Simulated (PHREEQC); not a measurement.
A solution holds 2 mmol/kgw HF, 44 mmol/kgw NH4HF2 and 0.22 mmol/kgw H3PO4, at 25 °C. Closed to the air; pH follows from the charge balance.

The numbers come from PHREEQC with the ion-association model, wateq4f.dat.

This is a speciation only: nothing precipitates in the calculation.

### Question
Order these F species by the share of F that they hold, largest first: F-, HF, H2F2, HF2-.

### Answer
F- (44 %), HF (38 %), HF2- (12 %), H2F2 (6.8 %)

The pH is 3.15 and the ionic strength 0.0448 mol/kgw. Species that the database lacks are ignored. wateq4f.dat counts part of the HF as a dimer, H2F2, which phreeqc.dat doesn't know; its constant is uncertain. H3PO4, which wateq4f.dat lacks, is added to it with the constant of phreeqc.dat.
